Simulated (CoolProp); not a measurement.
Nitrous oxide along the isotherm 229.8 K: Z from the reference equation and from simpler models built on Tc = 309.5 K, pc = 7.245 MPa, ω = 0.161; each cubic takes its own stable root.

Model: reference Helmholtz-energy equation of state, Lemmon 2006, in CoolProp. It is a short technical equation, of lower accuracy than the large ones.

```csv
p (MPa),phase,reference,van der Waals,Redlich-Kwong
0.402,gas,0.9485,0.9658,0.9549
0.805,gas,0.8892,___,___
1.21,liquid,0.02563,0.8889,___
1.61,liquid,0.03406,0.8451,0.03787
2.01,liquid,0.04248,___,0.04719
2.41,liquid,0.05089,0.08133,0.05648
2.82,liquid,0.05948,0.09485,0.06597
3.22,liquid,___,0.1080,0.07519
3.62,liquid,0.07621,0.1210,0.08439
```

Task: Complete the blanks.

Result: 
- 0.805, van der Waals: 0.9290
- 0.805, Redlich-Kwong: 0.9057
- 1.21, Redlich-Kwong: 0.02851
- 2.01, van der Waals: 0.06806
- 3.22, reference: 0.06786

At some of these states van der Waals gives the other phase, because its saturation line lies elsewhere.
